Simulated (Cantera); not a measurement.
Input (Python, Cantera) and output of one run.

```python
import numpy as np
import cantera as ct

gas_names = """
    CL CL2 H HCL H2 Si SiCL SiCL2 SiCL3 SiCL4 SiH SiHCL3 SiH2 SiH2CL2 SiH3 SiH3CL SiH4 Si2 Si3
""".split()
cond_names = """
    Si(cr) Si(L)
""".split()


# ... load() reads the species with a 1 bar reference pressure and builds the phases ...
atoms = {
    'SiCl4': {'Si': 1, 'CL': 4},
    'HCl': {'H': 1, 'CL': 1},
    'H2': {'H': 2},
}
top_T = {}  # K; cautious upper limits of use, not melting points


# ... equilibrate(T, P, feed) seeds the gas with the atoms and calls Mixture.equilibrate('TP', solver="vcs", rtol=1e-11, max_steps=5000) ...
results = []
feed = {'SiCl4': 1, 'HCl': 0.029, 'H2': 35}  # mol
P = 1333.22  # Pa
for T in [1148, 1173, 1198, 1223, 1248, 1273, 1298, 1323, 1348, 1373, 1398]:
    mix = equilibrate(T, P, feed)
    results.append((T, P, feed, dict(zip(mix.species_names, mix.species_moles))))
    x = sorted(zip(gas.X, gas.species_names), reverse=True)
    print(f"T = {T:g} K  P = {P:g} Pa  gas = {mix.phase_moles(0):.4g} mol")
    print("   x: " + "  ".join(f"{s} {v:.3e}" for v, s in x if v > 0.001))
    print("   condensed (mol): " + ("  ".join(f"{mix.phase(i).name} {mix.phase_moles(i):.4g}"
          for i in range(1, mix.n_phases) if mix.phase_moles(i) > 1e-12) or "none"))
```

It prints:

```
T = 1148 K  P = 1333.22 Pa  gas = 36.62 mol
   x: H2 9.281e-01  HCL 5.308e-02  SiCL4 7.338e-03  SiCL2 6.660e-03  SiHCL3 2.574e-03  SiCL3 2.104e-03
   condensed (mol): Si(cr) 0.3118
T = 1173 K  P = 1333.22 Pa  gas = 36.7 mol
   x: H2 9.239e-01  HCL 5.789e-02  SiCL2 8.251e-03  SiCL4 5.607e-03  SiCL3 2.166e-03  SiHCL3 2.085e-03
   condensed (mol): Si(cr) 0.3317
T = 1198 K  P = 1333.22 Pa  gas = 36.78 mol
   x: H2 9.202e-01  HCL 6.202e-02  SiCL2 9.843e-03  SiCL4 4.093e-03  SiCL3 2.134e-03  SiHCL3 1.633e-03
   condensed (mol): Si(cr) 0.3458
T = 1223 K  P = 1333.22 Pa  gas = 36.84 mol
   x: H2 9.171e-01  HCL 6.535e-02  SiCL2 1.133e-02  SiCL4 2.861e-03  SiCL3 2.017e-03  SiHCL3 1.239e-03
   condensed (mol): Si(cr) 0.3546
T = 1248 K  P = 1333.22 Pa  gas = 36.89 mol
   x: H2 9.148e-01  HCL 6.786e-02  SiCL2 1.264e-02  SiCL4 1.929e-03  SiCL3 1.838e-03
   condensed (mol): Si(cr) 0.359
T = 1273 K  P = 1333.22 Pa  gas = 36.93 mol
   x: H2 9.130e-01  HCL 6.962e-02  SiCL2 1.373e-02  SiCL3 1.628e-03  SiCL4 1.265e-03
   condensed (mol): Si(cr) 0.3599
T = 1298 K  P = 1333.22 Pa  gas = 36.95 mol
   x: H2 9.118e-01  HCL 7.078e-02  SiCL2 1.462e-02  SiCL3 1.413e-03
   condensed (mol): Si(cr) 0.3584
T = 1323 K  P = 1333.22 Pa  gas = 36.97 mol
   x: H2 9.111e-01  HCL 7.149e-02  SiCL2 1.534e-02  SiCL3 1.210e-03
   condensed (mol): Si(cr) 0.3551
T = 1348 K  P = 1333.22 Pa  gas = 36.99 mol
   x: H2 9.105e-01  HCL 7.188e-02  SiCL2 1.592e-02  SiCL3 1.029e-03
   condensed (mol): Si(cr) 0.3507
T = 1373 K  P = 1333.22 Pa  gas = 37 mol
   x: H2 9.102e-01  HCL 7.205e-02  SiCL2 1.640e-02
   condensed (mol): Si(cr) 0.3456
T = 1398 K  P = 1333.22 Pa  gas = 37.01 mol
   x: H2 9.101e-01  HCL 7.207e-02  SiCL2 1.681e-02
   condensed (mol): Si(cr) 0.3401
```

These are equilibrium values from Cantera (NASA tables, ideal gas, pure condensed phases), not measurements of a reactor. The tables' values for SiCl3 are old estimates; treat these amounts as uncertain.
